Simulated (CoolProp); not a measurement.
Vapour-liquid equilibrium of R245fa (1) + isopentane (2) at 0.771 MPa; x and y are mole fractions of (1).

The numbers come from the multi-fluid Helmholtz-energy mixture model, Akasaka 2015 and Lemmon 2006; pair parameters Bell 2016 in CoolProp.

Problem. Give the bubble temperature and the first vapour's composition at x = 0.35, 0.5, 0.8. Is there an azeotrope?

Solution. x = 0.35: 76.6 °C, y = 0.563; x = 0.5: 73.9 °C, y = 0.634; x = 0.8: 73.1 °C, y = 0.753. y crosses x between x = 0.65 and 0.8: the model has an azeotrope there.

Pair parameters are fitted to limited data, so mixtures are less certain than the pure fluids.
